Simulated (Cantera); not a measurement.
## Calcination and drying: MgSO₄ + C + H₂

A closed system holds: 1 mol MgSO₄, 0.037 mol C, 0.046 mol H₂, at 973 K and 10.0 mbar.

These are equilibrium values from Cantera (NASA tables, ideal gas, pure condensed phases), not measurements of a reactor. Candidate condensed phases: C, C₆H₆, C₇H₈, C₈H₁₈, H₂O, H₂SO₄, Mg, MgCO₃, MgO, Mg(OH)₂, MgS, MgSO₄, S; 130 gas species. Rates play no part.

- x(SO₂) = 0.591
- x(H₂O) = 0.227
- x(CO₂) = 0.182
- x(SO₃) = 0.000202
- x(O₂) = 1.86e-6
- n(MgO(s)) = 0.120 mol
- n(MgSO₄(s)) = 0.880 mol
- gas amount = 0.2030 mol
- log10 activity of MgCO₃(s) (absent) = -5.36
- log10 activity of S(l) (absent) = -10.38
- log10 activity of H₂SO₄(l) (absent) = -11.97
